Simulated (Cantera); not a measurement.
A jet of 3.40 % H₂, 7.03 % O₂, 89.6 % N₂ at 300 K and 345 Torr hits a platinum plate 3 cm away at a mass flux of 0.021 kg/m²/s; the plate temperature is set and raised in steps from an oxygen-covered start.

Model: Deutschmann's 1995 Pt surface mechanism with GRI-Mech 3.0 gas chemistry, integrated in Cantera. Catalytic surfaces can have several steady states; this one follows from the mechanism file's or the stated starting coverage.

x: mole fraction at the wall; θ: surface coverage.

| plate T (K) | wall x H₂ | wall x O₂ | wall x H₂O | wall x OH | θ free Pt | θ O* | θ OH* |
|---|---|---|---|---|---|---|---|
| 500 | 0.000804 | 0.0352 | 0.0643 | <1e-8 | 0.0335 | 0.928 | 0.0388 |
| 550 | 0.000804 | 0.0353 | 0.0637 | <1e-8 | 0.0354 | 0.942 | 0.0223 |
| 600 | 0.000804 | 0.0354 | 0.0633 | <1e-8 | 0.0373 | 0.949 | 0.0139 |
| 650 | 0.000800 | 0.0355 | 0.0629 | <1e-8 | 0.0394 | 0.951 | … |
| 700 | 0.000761 | 0.0356 | 0.0626 | <1e-8 | 0.0434 | 0.950 | 0.00675 |
| 750 | … | 0.0355 | 0.0625 | <1e-8 | … | 0.939 | … |

What belongs in the gaps?


- 650, θ OH*: 0.00933
- 750, wall x H₂: 0.000625
- 750, θ free Pt: 0.0552
- 750, θ OH*: 0.00549
